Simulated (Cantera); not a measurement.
What does this Cantera script print?

```python
import numpy as np
import cantera as ct

gas_names = """
    F F2 N NF NF2 NF3 N2 Si SiF SiF2 SiF3 SiF4 SiN Si2 Si2N Si3
""".split()
cond_names = """
    Si(cr) Si(L) Si3N4(a)
""".split()


# ... load() reads the species with a 1 bar reference pressure and builds the phases ...
atoms = {
    'Si': {'Si': 1},
    'F2': {'F': 2},
    'N2': {'N': 2},
}
top_T = {'Si3N4(a)': 2400}  # K; cautious upper limits of use, not melting points


# ... equilibrate(T, P, feed) seeds the gas with the atoms and calls Mixture.equilibrate('TP', solver="vcs", rtol=1e-11, max_steps=5000) ...
results = []
feed = {'Si': 1, 'F2': 3.4, 'N2': 19}  # mol
P = 2000  # Pa
for T in [623, 698, 773, 848, 923, 998, 1073, 1148, 1223]:
    mix = equilibrate(T, P, feed)
    results.append((T, P, feed, dict(zip(mix.species_names, mix.species_moles))))

top = {s: max(r[3][s] / sum(r[3][g] for g in gas_names) for r in results) for s in gas_names}
cols = sorted((s for s in top if top[s] > 0.0001), key=lambda s: -top[s])[:8]
seen = [c for c in cond_names if any(r[3].get(c, 0) > 1e-12 for r in results)]
print("log10 of partial pressures in bar; condensed amounts in mol")
print(f"{'T/K':>10s}" + "".join(f"{s[:9]:>10s}" for s in cols + seen))
for T, P, feed, n in results:
    ng = sum(n[g] for g in gas_names)
    print(f"{T:10.4g}" + "".join(f"{np.log10(max(n[s] / ng * P / 1e5, 1e-99)):10.3f}" for s in cols)
          + "".join(f"{n.get(c, 0):10.4g}" for c in seen))
```

Output:

```
log10 of partial pressures in bar; condensed amounts in mol
       T/K        N2         F        F2      SiF4       NF3
       623    -1.743    -5.574    -3.965    -3.012    -3.078
       698    -1.746    -4.507    -3.297    -3.018    -3.261
       773    -1.751    -3.771    -3.008    -3.028    -3.783
       848    -1.756    -3.280    -3.005    -3.035    -4.560
       923    -1.763    -2.945    -3.156    -3.042    -5.441
       998    -1.771    -2.745    -3.456    -3.049    -6.446
      1073    -1.775    -2.656    -3.881    -3.054    -7.557
      1148    -1.777    -2.625    -4.346    -3.056    -8.662
      1223    -1.778    -2.615    -4.789    -3.057    -9.682
```

Equilibrium computed with Cantera from the NASA thermochemical tables; the gas is ideal and each condensed phase is pure.
